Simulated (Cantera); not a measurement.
Feed: 1 mol SiC, 0.82 mol H₂O, 84 mol H₂, at 775 °C and 0.160 Pa.

Equilibrium computed with Cantera from the NASA thermochemical tables; the gas is ideal and each condensed phase is pure. Candidate condensed phases: C, C₆H₆, C₇H₈, C₈H₁₈, H₂O, Si, SiC, SiO₂; 123 gas species. Mutual solubility and eutectic melting of coexisting phases are not modelled. Equilibrium is a limit: real reactors are often held back by kinetics, nucleation or transport.

Base state: H₂ 0.996, CO 0.00330, SiO 0.000266 (mole fractions); condensed: SiC(s) + SiO₂(β-quartz).

**Question.** What changes in the equilibrium state with this change: H₂O from 0.82 to 0.0019 mol?

**Answer.** 
```
species                before    after
-------------------  --------  -------
H₂                      0.996    1.000
SiO                  0.000266  1.13e-5
CO                    0.00330  1.13e-5
SiC(s), mol             0.719    0.999
SiO₂(β-quartz), mol     0.258        0
```
